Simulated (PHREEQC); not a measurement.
# Hard or scaling water

Dissolve 0.0017 mol/kgw BaCl2, 0.044 mol/kgw NaF and 4.4e-05 mol/kgw H4SiO4 at 50 °C. Closed to the air; pH follows from the charge balance.

Model: ion-association model, wateq4f.dat, run in PHREEQC.

This is a speciation only: nothing precipitates in the calculation.

Q: What pH does the model give?

A: pH 7.54.

Q: In which forms is F present?

A: F- 98 %, NaF 1.6 % of the F.

At this temperature some constants are extrapolated from 25 °C, and those without enthalpy data are left unchanged. SiF6-2 is the database's only silicon fluoride.
